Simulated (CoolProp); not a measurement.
Sulfur dioxide at 346.05 K and 0.966 MPa is compressed adiabatically to 3.97 MPa with isentropic efficiency 0.7. Each further row changes one setting.

Computed with CoolProp (reference Helmholtz-energy equation of state, Gao 2016).

| case | work (kJ/kg) | final temperature (K) | final density (kg/m³) |
|---|---|---|---|
| as stated | ___ | ___ | ___ |
| efficiency 1 | ___ | ___ | ___ |
| efficiency 0.65 | 99.5 | ___ | ___ |

Some entries are withheld; supply them.


- as stated, work (kJ/kg): 92.4
- as stated, final temperature (K): 495.7
- as stated, final density (kg/m³): 69.5
- efficiency 1, work (kJ/kg): 64.7
- efficiency 1, final temperature (K): 464.5
- efficiency 1, final density (kg/m³): 77.2
- efficiency 0.65, final temperature (K): 503.9
- efficiency 0.65, final density (kg/m³): 67.8
